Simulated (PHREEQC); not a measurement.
A solution holds 0.049 mol/kgw H2SO4, 0.00079 mol/kgw MnSO4 and 0.19 mol/kgw MgSO4, at 20 °C. Closed to the air; pH follows from the charge balance.

Equilibrium calculation in PHREEQC: ion-association model, wateq4f.dat.

No solid was allowed to form.

Task: Order these S species by the share of S that they hold, largest first: SO4-2, HSO4-, MnSO4, MgSO4.

Result: MgSO4 (40 %), SO4-2 (33 %), HSO4- (26 %), MnSO4 (0.14 %)

The pH is 1.57 and the ionic strength 0.396 mol/kgw.
